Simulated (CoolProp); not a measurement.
Vapour-liquid equilibrium of n-hexane (1) + toluene (2) at 22.7 kPa; x and y are mole fractions of (1).

Values from CoolProp's multi-fluid Helmholtz-energy mixture model, Thol 2019 and Lemmon 2006; pair parameters Bell 2016.

```csv
x,bubble temperature (°C),y at the bubble point,dew temperature at overall composition x (°C),liquid density (mol/L)
0.05,59.3,0.243,64.1,8.904
0.2,48.1,0.589,60.4,8.722
0.35,41.7,0.736,56.2,8.504
0.5,37.4,0.822,51.4,8.279
0.65,34.0,0.885,45.6,8.057
0.8,31.2,0.937,38.6,7.841
0.95,28.6,0.984,30.5,7.635
```

No azeotrope shows between x = 0.05 and 0.95.

Pair parameters are fitted to limited data, so mixtures are less certain than the pure fluids.
